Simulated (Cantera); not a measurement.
Input: 1 mol FeS₂, 0.11 mol SO₃, 1.7 mol N₂, held at 1873.15 K and 0.133 bar.

Method: chemical equilibrium by Gibbs-energy minimisation in Cantera with the NASA 1993 tables (ideal gas, pure condensed phases). FeS: taken at fixed stoichiometry. The numbers say what is thermodynamically allowed, not how fast it happens.

```tsv
species	before	after
N₂	0.724	0.726
S₂	0.195	0.198
SO₂	0.0611	0.0656
SO	0.0162	0.00755
Fe	0.000110	3.62e-6
S	0.00158	0.000379
S₂O	0.00205	0.00221
FeS(l), mol	1.000	1.000
```
Gas species are given as mole fractions.

Q: What was changed between the two runs?
A. SO₃ from 0.11 to 1.9 mol
B. temperature from 1873.15 K to 1248 K
C. temperature from 1873.15 K to 1698.15 K
D. temperature from 1873.15 K to 1375 K

A: C, temperature from 1873.15 K to 1698.15 K
